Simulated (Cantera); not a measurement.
Input (Python, Cantera):

```python
import numpy as np
import cantera as ct

gas = ct.Solution("h2o2.yaml")
gas.TPX = 525, 56000, {'H2': 1, 'O2': 0.357, 'N2': 1.34, 'H2O': 0.033}
flame = ct.FreeFlame(gas, width=0.06)
flame.set_refine_criteria(ratio=3, slope=0.08, curve=0.16)
flame.transport_model = "mixture-averaged"
flame.solve(loglevel=0, auto=True)
z, T = flame.grid, flame.T
thick = (T[-1] - T[0]) / np.gradient(T, z).max()
show = ['H2', 'O2', 'H2O2', 'OH', 'O', 'HO2']
print(f"laminar burning velocity  {flame.velocity[0] * 100:.3f} cm/s")
print(f"burnt temperature         {T[-1]:.1f} K")
print(f"thermal thickness         {thick * 1e3:.4f} mm")
print(f"grid points               {len(z)}")
z0 = z[flame.heat_release_rate.argmax()]
print(f"{'z/mm':>9s}{'T/K':>9s}{'u/(m/s)':>9s}" + "".join(f"{s:>11s}" for s in show))
rows = []
for k in (-3, -2, -1.5, -1, -0.5, -0.25, 0, 0.25, 0.5, 1, 2, 4, 8):
    zz = z0 + k * thick
    rows.append([k * thick, np.interp(zz, z, T), np.interp(zz, z, flame.velocity),
                 *(np.interp(zz, z, flame.X[gas.species_index(s)]) for s in show)])
    print(f"{rows[-1][0] * 1e3:9.3f}{rows[-1][1]:9.1f}{rows[-1][2]:9.3f}" + "".join(f"{x:11.3e}" for x in rows[-1][3:]))
```

It prints:

```
laminar burning velocity  657.198 cm/s
burnt temperature         2409.4 K
thermal thickness         0.9156 mm
grid points               140
     z/mm      T/K  u/(m/s)         H2         O2       H2O2         OH          O        HO2
   -2.747    525.0    6.572  3.663e-01  1.308e-01 -5.238e-15  2.295e-18  1.095e-16 -4.871e-14
   -1.831    525.0    6.572  3.663e-01  1.308e-01 -3.886e-16  7.909e-16  3.763e-14  9.704e-12
   -1.373    525.0    6.572  3.663e-01  1.308e-01  2.413e-13  3.925e-14  1.838e-12  4.507e-10
   -0.916    525.0    6.572  3.663e-01  1.308e-01  8.659e-11  1.569e-11  4.342e-10  9.896e-08
   -0.458    534.6    6.675  3.642e-01  1.309e-01  2.284e-06  3.095e-05  4.684e-06  1.554e-04
   -0.229    734.5    8.990  3.349e-01  1.260e-01  1.312e-05  7.030e-04  2.355e-04  1.414e-04
    0.000   1182.0   13.997  2.178e-01  8.473e-02  2.151e-06  2.975e-03  4.947e-03  5.085e-05
    0.229   1485.1   17.368  1.150e-01  2.424e-02  1.651e-06  7.645e-03  8.400e-03  1.353e-05
    0.458   1614.2   18.741  9.839e-02  1.117e-02  1.139e-06  9.794e-03  7.736e-03  5.766e-06
    0.916   1750.0   20.131  1.008e-01  7.916e-03  6.663e-07  1.146e-02  6.716e-03  3.636e-06
    1.831   1896.7   21.585  1.055e-01  5.949e-03  3.507e-07  1.242e-02  5.249e-03  2.449e-06
    3.662   2043.7   22.996  1.091e-01  3.994e-03  1.845e-07  1.225e-02  3.581e-03  1.543e-06
    7.325   2173.9   24.206  1.115e-01  2.352e-03  1.043e-07  1.082e-02  2.113e-03  9.191e-07
```

Computed with Cantera and the H2/O2 subset of GRI-Mech 3.0, which has no nitrogen chemistry. Burning velocities carry a grid error of a few per cent, more on coarse grids.
